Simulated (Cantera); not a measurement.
An adiabatic, constant-volume homogeneous reactor starts with CH4 : O2 : N2 = 1 : 1.67 : 6.27 (molar parts), equivalence ratio 1.2, at 1748 K and 20.7 atm. Integrator tolerance rtol = 1e-08.

Cantera simulation using GRI-Mech 3.0 (53 species, 325 reactions); the numbers are that mechanism's predictions, not measurements. The pressure lies above the range GRI-Mech 3.0 was tuned for (to about 10 atm). Above 3000 K some thermodynamic fits are extrapolated.

Q: What does this change do: constant pressure in place of constant volume?

A: 
```tsv
quantity	before	after
time of steepest temperature rise	12.5 µs	13.8 µs
temperature at 1.00 s	3302 K	3083 K
equilibrium temperature	3302 K	3083 K
x(CH4) at 1.00 s	8.39e-12 (gas-phase equilibrium 1.00e-11)	2.20e-12 (gas-phase equilibrium 2.63e-12)
x(O2) at 1.00 s	0.00645 (gas-phase equilibrium 0.00645)	0.00488 (gas-phase equilibrium 0.00488)
x(NO) at 1.00 s	0.0106 (gas-phase equilibrium 0.0106)	0.00736 (gas-phase equilibrium 0.00736)
x(C2H6) at 1.00 s	<1e-12 (gas-phase equilibrium <1e-12)	<1e-12 (gas-phase equilibrium <1e-12)
x(HCN) at 1.00 s	1.90e-7 (gas-phase equilibrium 1.90e-7)	7.04e-8 (gas-phase equilibrium 7.04e-8)
```
